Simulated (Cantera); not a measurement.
# Ammonia decomposition in nitride growth gas

A perfectly stirred reactor is fed with NH3 : N2 : H2 = 1 : 0.59 : 0.089 (molar parts), at 0.0220 bar; it is held at 2298 K, and followed from long to short residence time.

Computed with Cantera and the gas-phase N/H chemistry of the illustrative SiF4/NH3 mechanism in the Surface Chemkin manual (1991). Walls and surfaces, which speed up NH3 decomposition in real reactors, are not modelled.

```csv
τ (s),x NH3,x N2H2,x NH2,x N2H4,x N,x H2
17,0.000104,4.64e-9,1.64e-5,<1e-12,4.20e-5,0.570
6.9,0.00190,5.07e-8,8.39e-5,8.81e-12,1.64e-5,0.585
2.9,0.00989,1.87e-7,0.000215,5.80e-11,1.00e-5,0.581
1.2,0.0280,5.19e-7,0.000419,2.20e-10,9.02e-6,0.565
0.50,0.0650,1.30e-6,0.000741,6.91e-10,8.88e-6,0.532
0.21,0.133,2.97e-6,0.00122,1.88e-9,8.77e-6,0.470
0.087,0.242,6.06e-6,0.00187,4.40e-9,8.25e-6,0.372
0.036,0.370,1.03e-5,0.00257,8.34e-9,7.07e-6,0.255
0.015,0.476,1.41e-5,0.00316,1.26e-8,5.36e-6,0.159
0.0063,0.541,1.57e-5,0.00351,1.55e-8,3.69e-6,0.100
```
x: mole fraction; the columns are a selection and need not sum to one.
